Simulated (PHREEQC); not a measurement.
A PHREEQC speciation (ion-association model, wateq4f.dat) at 20 °C gives pH 6.24 and these molalities:

```json
[
 {"species": "Br-", "mol/kgw": "0.0852"},
 {"species": "CdBr+", "mol/kgw": "0.0604"},
 {"species": "CdBr2", "mol/kgw": "0.0162"},
 {"species": "Cd+2", "mol/kgw": "0.0124"}
]
```

Question: What are the element totals, and what could have been dissolved in 1 kg of water to give them?

Answer: This is not unique; one that fits is totals Br 0.178, Cd 0.0890 mol/kgw, from 0.089 mol/kgw CdBr2.

This is a speciation only: nothing precipitates in the calculation.
